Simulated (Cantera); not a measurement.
Thermodynamics of thermal oxidation and active oxidation of silicon, feed Si + N2O + H2

Charge: 1 mol Si, 0.65 mol N2O, 100 mol H2, held at 16.0 mbar.

These are equilibrium values from Cantera (NASA tables, ideal gas, pure condensed phases), not measurements of a reactor. Candidate condensed phases: H2O, Si, SiO2, Si2N2O, Si3N4; 35 gas species. Mutual solubility and eutectic melting of coexisting phases are not modelled. The tables hold silica as quartz up to 1696 K and as liquid above; real silica turns to tridymite and cristobalite and melts near 1996 K. Gases not in the tables: Si2H6 and higher silanes. Kinetics and transport are ignored.

| T (K) | log p H2 | log p H | log p N2 | log p SiO | n SiO2(β-quartz) | n Si2N2O(s) | n Si(s) | n Si(l) |
|---|---|---|---|---|---|---|---|---|
| 1350 | -1.80 | -6.52 | -4.49 | -6.10 | 0.0972 | 0.449 | 0 | 0 |
| 1400 | -1.80 | -6.21 | -4.48 | -5.41 | 0.0905 | 0.443 | 0 | 0 |
| 1450 | -1.80 | -5.92 | -4.43 | -4.78 | 0.0637 | 0.416 | 0 | 0 |
| 1500 | -1.80 | -5.65 | -4.32 | -4.33 | 0 | 0.352 | 0 | 0 |
| 1550 | -1.80 | -5.40 | -4.32 | -4.32 | 0 | 0.350 | 0 | 0 |
| 1600 | -1.80 | -5.16 | -4.30 | -4.30 | 0 | 0.334 | 0.0144 | 0 |
| 1650 | -1.80 | -4.94 | -3.99 | -3.99 | 0 | 0 | 0.347 | 0 |
| 1700 | -1.80 | -4.73 | -3.99 | -3.99 | 0 | 0 | 0 | 0.343 |
| 1750 | -1.80 | -4.53 | -3.99 | -3.99 | 0 | 0 | 0 | 0.336 |
| 1800 | -1.80 | -4.35 | -3.99 | -3.99 | 0 | 0 | 0 | 0.323 |
| 1850 | -1.80 | -4.17 | -3.99 | -3.99 | 0 | 0 | 0 | 0.298 |
| 1900 | -1.80 | -4.00 | -3.99 | -3.99 | 0 | 0 | 0 | 0.253 |
| 1950 | -1.81 | -3.84 | -3.99 | -3.99 | 0 | 0 | 0 | 0.171 |
| 2000 | -1.81 | -3.69 | -3.99 | -3.99 | 0 | 0 | 0 | 0.0274 |
log p: log10 of the partial pressure in bar; n: condensed amount in mol.

From 1350 K to 1450 K the condensed part is SiO2(β-quartz) + Si2N2O(s). From 1500 K to 1550 K the condensed part is Si2N2O(s). At 1600 K the condensed part is Si(s) + Si2N2O(s). At 1650 K the condensed part is Si(s). From 1700 K to 2000 K the condensed part is Si(l). The main Si-bearing gas is SiO throughout. The share of Si in condensed phases is highest at 1350 K (99.5 %) and lowest at 2000 K (2.7 %).
